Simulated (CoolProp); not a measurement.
A single-stage vapour-compression cycle with carbonyl sulfide: evaporating at 221.15 K (dew point), condensing at 247.15 K (bubble point), superheat 0 K, subcooling 0 K, compressor efficiency 0.65, no pressure losses. Each further row changes one setting.

The numbers come from the reference Helmholtz-energy equation of state, Lemmon 2006 in CoolProp. It is a short technical equation, of lower accuracy than the large ones.

| case | cooling COP | pressure ratio | discharge temperature (K) | refrigerating effect (kJ/kg) | volumetric capacity (kJ/m³) |
|---|---|---|---|---|---|
| as stated | 4.99 | 2.96 | 307.5 | 279 | 871 |
| evaporating temperature 226.15 K | 6.45 | 2.35 | 294.1 | 282 | 1090 |
| condensing temperature 242.15 K | 6.30 | 2.45 | 291.7 | 285 | 890 |
| subcooling 5 K | 5.10 | 2.96 | 307.5 | 285 | 890 |
| superheat 10 K | 4.88 | 2.96 | 320.0 | 285 | 849 |
| compressor efficiency 0.55 | 4.22 | 2.96 | 321.4 | 279 | 871 |
